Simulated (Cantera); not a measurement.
Input (Python, Cantera) and output of one run.

```python
import numpy as np
import cantera as ct

gas_names = """
    CF2 CF3
""".split()
cond_names = """
    C(gr)
""".split()


# ... load() reads the species with a 1 bar reference pressure and builds the phases ...
species = {s.name: s for s in load("nasa_gas.yaml", gas_names) + load("nasa_condensed.yaml", cond_names)}
# Each term lists the table entries of one substance; the one whose range holds T is used.
reactions = {
    '3 CF2(g) = C + 2 CF3(g)':
        [(-3, ['CF2']), (1, ['C(gr)']), (2, ['CF3'])],
}


def pick(names, T):
    return next(species[n] for n in names if species[n].thermo.min_temp <= T <= species[n].thermo.max_temp)


results = []
for label, terms in reactions.items():
    print(label)
    print("     T/K   dH/kJ  dS/(J/K)   dG/kJ   log10 K")
    for T in [823, 973, 1123, 1273, 1423, 1573, 1723, 1873, 2023, 2173, 2323]:
        used = [(nu, pick(names, T)) for nu, names in terms]
        dH = sum(nu * s.thermo.h(T) for nu, s in used) / 1e6
        dS = sum(nu * s.thermo.s(T) for nu, s in used) / 1e3
        dG = dH - T * dS / 1e3
        logK = -dG * 1e6 / (ct.gas_constant * T * np.log(10))
        results.append((label, T, dH, dS, dG, logK, [s.name for _, s in used]))
        print(f"{T:8g} {dH:8.1f} {dS:8.1f} {dG:8.1f} {logK:8.2f}")
```

Result:

```
3 CF2(g) = C + 2 CF3(g)
     T/K   dH/kJ  dS/(J/K)   dG/kJ   log10 K
     823   -393.1   -185.3   -240.6    15.27
     973   -391.5   -183.5   -212.9    11.43
    1123   -389.7   -181.8   -185.5     8.63
    1273   -387.7   -180.1   -158.4     6.50
    1423   -385.6   -178.6   -131.5     4.83
    1573   -383.4   -177.1   -104.8     3.48
    1723   -381.0   -175.7    -78.3     2.38
    1873   -378.7   -174.3    -52.1     1.45
    2023   -376.2   -173.1    -26.0     0.67
    2173   -373.7   -171.9     -0.2     0.00
    2323   -371.2   -170.8     25.5    -0.57
```

Source: NASA polynomial tables (part measured, part estimated), evaluated in Cantera. Condensed species are held in their standard states even where they would react or evaporate.
